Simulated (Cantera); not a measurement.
Feed: 1 mol SiH4, 1.4 mol C2H2, 840 mol H2, at 952 °C and 24.0 Torr.

Equilibrium computed with Cantera from the NASA thermochemical tables; the gas is ideal and each condensed phase is pure. Candidate condensed phases: C, C6H6, C7H8, C8H18, Si, SiC; 87 gas species. Rates play no part.

Base state: H2 1.000, CH4 0.000420 (mole fractions); condensed: C(graphite) + SiC(s).

**Question.** What changes in the equilibrium state with this change: SiH4 replaced by (CH3)2SiCl2?

**Answer.** 
| species | before | after |
|---|---|---|
| H2 | 1.000 | 0.997 |
| HCl | 0 | 0.00237 |
| CH4 | 0.000420 | 0.000418 |
| C(graphite), mol | 1.45 | 3.45 |
| SiC(s), mol | 1.00 | 1.000 |
The feed counts by its element totals alone.
